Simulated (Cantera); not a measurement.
# N2O furnace oxynitridation

A perfectly stirred reactor is fed with N₂O : N₂ = 1 : 2.2 (molar parts), at 0.240 bar; it is held at 1100 K, and followed from long to short residence time.

Computed with Cantera and GRI-Mech 3.0 (53 species, 325 reactions). GRI-Mech 3.0 was tuned for natural gas; its chemistry of N2O as a main component is partial and can be far from experiment. The mechanism lacks the step 2 NO + O2 → 2 NO2, which can matter for NO2 below about 1400 K. The temperature is held fixed by assumption; the heat of reaction is taken as removed at once.

| τ (s) | x N₂O | x NO | x O₂ | x O | x NO₂ | x N₂ |
|---|---|---|---|---|---|---|
| 15 | 0.238 | 0.00426 | 0.0299 | 3.13e-7 | 1.38e-5 | 0.727 |
| 5.1 | 0.282 | 0.00177 | 0.0122 | 3.22e-7 | 5.53e-6 | 0.704 |
| 1.7 | 0.302 | 0.000638 | 0.00438 | 3.26e-7 | 1.81e-6 | 0.693 |
| 0.58 | 0.309 | 0.000224 | 0.00153 | 3.27e-7 | 5.03e-7 | 0.690 |
| 0.20 | 0.311 | 7.78e-5 | 0.000532 | 3.27e-7 | 1.09e-7 | 0.688 |
| 0.066 | 0.312 | 2.58e-5 | 0.000176 | 3.27e-7 | 1.67e-8 | 0.688 |
| 0.022 | 0.312 | 8.57e-6 | 5.85e-5 | 3.26e-7 | 2.13e-9 | 0.688 |
| 0.0075 | 0.312 | 2.89e-6 | 1.98e-5 | 3.22e-7 | 2.56e-10 | 0.688 |
| 0.0025 | 0.312 | 9.36e-7 | 6.40e-6 | 3.13e-7 | 2.73e-11 | 0.688 |
| 0.00085 | 0.312 | 2.94e-7 | 2.00e-6 | 2.89e-7 | 2.70e-12 | 0.688 |
x: mole fraction; the columns are a selection and need not sum to one.
